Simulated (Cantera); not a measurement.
Input (Python, Cantera) and output of one run.

```python
import numpy as np
import cantera as ct

gas_names = """
    AL ALH ALO ALOH ALO2 ALO2H AL2 AL2O AL2O2 H HALO HO2 H2 H2O H2O2 O OH O2 O3
""".split()
cond_names = """
    AL(cr) AL(L) AL2O3(a) AL2O3(L) H2O(s) H2O(L)
""".split()


# ... load() reads the species with a 1 bar reference pressure and builds the phases ...
atoms = {
    'Al': {'AL': 1},
    'H2O': {'H': 2, 'O': 1},
    'H2': {'H': 2},
}
top_T = {}  # K; cautious upper limits of use, not melting points


# ... equilibrate(T, P, feed) seeds the gas with the atoms and calls Mixture.equilibrate('TP', solver="vcs", rtol=1e-11, max_steps=5000) ...
results = []
T = 1150  # K
P = 27  # Pa
for m in [1.7, 9.2, 17, 24, 32, 39, 46]:
    feed = {'Al': 1, 'H2O': m, 'H2': 1.2}  # mol
    mix = equilibrate(T, P, feed)
    results.append((T, P, feed, dict(zip(mix.species_names, mix.species_moles))))

top = {s: max(r[3][s] / sum(r[3][g] for g in gas_names) for r in results) for s in gas_names}
cols = sorted((s for s in top if top[s] > 0.0001), key=lambda s: -top[s])[:5]
seen = [c for c in cond_names if any(r[3].get(c, 0) > 1e-12 for r in results)]
print("log10 of partial pressures in bar; condensed amounts in mol")
print(f"{'n(H2O)':>10s}" + "".join(f"{s[:9]:>10s}" for s in cols + seen))
for T, P, feed, n in results:
    ng = sum(n[g] for g in gas_names)
    print(f"{feed['H2O']:10.4g}" + "".join(f"{np.log10(max(n[s] / ng * P / 1e5, 1e-99)):10.3f}" for s in cols)
          + "".join(f"{n.get(c, 0):10.4g}" for c in seen))
```

It prints:

```
log10 of partial pressures in bar; condensed amounts in mol
    n(H2O)       H2O        H2  AL2O3(a)
       1.7    -4.730    -3.600       0.5
       9.2    -3.699    -4.154       0.5
        17    -3.638    -4.397       0.5
        24    -3.618    -4.539       0.5
        32    -3.605    -4.658       0.5
        39    -3.599    -4.742       0.5
        46    -3.594    -4.811       0.5
```

Cantera equilibrium calculation (NASA polynomials, part measured and part estimated; ideal gas, pure solids and liquids).
